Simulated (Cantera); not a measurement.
Feed: 1 mol Si₃N₄, 0.01 mol C, 9.2 mol N₂, 0.2 mol Si, at 0.00133 bar.

Cantera equilibrium calculation (NASA polynomials, part measured and part estimated; ideal gas, pure solids and liquids). Candidate condensed phases: C, Si, SiC, Si₃N₄; 20 gas species. Mutual solubility and eutectic melting of coexisting phases are not modelled. Equilibrium is a limit: real reactors are often held back by kinetics, nucleation or transport.

Which condensed phases are stable at each of these points (T (K)): 1823, 2023, 2223, 2423, 2623, 2823, 3023?


| T (K) | condensed phases | Si condensed (%) |
|---|---|---|
| 1823 | Si(l) + SiC(s) | 98.7 |
| 2023 | Si(l) | 82.8 |
| 2223 | gas only | 0.0 |
| 2423 | gas only | 0.0 |
| 2623 | gas only | 0.0 |
| 2823 | gas only | 0.0 |
| 3023 | gas only | 0.0 |

At 1823 K the condensed part is Si(l) + SiC(s). At 2023 K the condensed part is Si(l). From 2223 K to 3023 K nothing is condensed.
